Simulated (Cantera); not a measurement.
Stirred combustor or abatement burner

A perfectly stirred reactor is fed with 2.80 % CH4, 1.12 % C2H6, 6.44 % O2, 89.6 % N2, equivalence ratio 1.5, at 2.20 bar; it is adiabatic with a 473 K inlet, and is followed from long to short residence time, starting on the burning branch (τ in s: 0.31, 0.11, 0.038, 0.013, 0.0047, 0.0017, 0.00058, 0.00021, 7.2e-05, 2.5e-05).

Detailed kinetics in Cantera: GRI-Mech 3.0 (53 species, 325 reactions).

| τ (s) | T (K) | x CH4 | x C2H6 | x O2 | x CH2O | x C2H | x N2O | x H2 |
|---|---|---|---|---|---|---|---|---|
| 0.31 | 1037 | 0.00779 | 0.000688 | 0.0115 | 0.000350 | <1e-12 | 1.28e-8 | 0.0111 |
| 0.11 | 473 | 0.0280 | 0.0112 | 0.0644 | <1e-12 | <1e-12 | <1e-12 | <1e-12 |
| 0.038 | 473 | 0.0280 | 0.0112 | 0.0644 | <1e-12 | <1e-12 | <1e-12 | <1e-12 |
| 0.013 | 473 | 0.0280 | 0.0112 | 0.0644 | <1e-12 | <1e-12 | <1e-12 | <1e-12 |
| 0.0047 | 473 | 0.0280 | 0.0112 | 0.0644 | <1e-12 | <1e-12 | <1e-12 | <1e-12 |
| 0.0017 | 473 | 0.0280 | 0.0112 | 0.0644 | <1e-12 | <1e-12 | <1e-12 | <1e-12 |
| 0.00058 | 473 | 0.0280 | 0.0112 | 0.0644 | <1e-12 | <1e-12 | <1e-12 | <1e-12 |
| 0.00021 | 473 | 0.0280 | 0.0112 | 0.0644 | <1e-12 | <1e-12 | <1e-12 | <1e-12 |
| 7.2e-5 | 473 | 0.0280 | 0.0112 | 0.0644 | <1e-12 | <1e-12 | <1e-12 | <1e-12 |
| 2.5e-5 | 473 | 0.0280 | 0.0112 | 0.0644 | <1e-12 | <1e-12 | <1e-12 | <1e-12 |
x: mole fraction; the columns are a selection and need not sum to one.
